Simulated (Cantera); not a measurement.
Input (Python, Cantera) and output of one run.

```python
import numpy as np
import cantera as ct

gas_names = """
    B BH BH2 BH3 B2 H H2
""".split()
cond_names = """
    B(b) B(L)
""".split()


# ... load() reads the species with a 1 bar reference pressure and builds the phases ...
atoms = {
    'B': {'B': 1},
    'H2': {'H': 2},
}
top_T = {}  # K; cautious upper limits of use, not melting points


# ... equilibrate(T, P, feed) seeds the gas with the atoms and calls Mixture.equilibrate('TP', solver="vcs", rtol=1e-11, max_steps=5000) ...
results = []
feed = {'B': 1, 'H2': 54}  # mol
T = 1523.15  # K
P = 1333.22  # Pa
mix = equilibrate(T, P, feed)
results.append((T, P, feed, dict(zip(mix.species_names, mix.species_moles))))
x = sorted(zip(gas.X, gas.species_names), reverse=True)
print(f"T = {T:g} K  P = {P:g} Pa  gas = {mix.phase_moles(0):.4g} mol")
print("   x: " + "  ".join(f"{s} {v:.3e}" for v, s in x if v > 1e-05))
print("   condensed (mol): " + ("  ".join(f"{mix.phase(i).name} {mix.phase_moles(i):.4g}"
      for i in range(1, mix.n_phases) if mix.phase_moles(i) > 1e-12) or "none"))
```

Result:

```
T = 1523.15 K  P = 1333.22 Pa  gas = 54.01 mol
   x: H2 9.998e-01  H 2.005e-04  BH2 1.251e-05
   condensed (mol): B(b) 0.9993
```

Cantera equilibrium calculation (NASA polynomials, part measured and part estimated; ideal gas, pure solids and liquids). The tables' values for BH2 are old estimates; treat these amounts as uncertain.
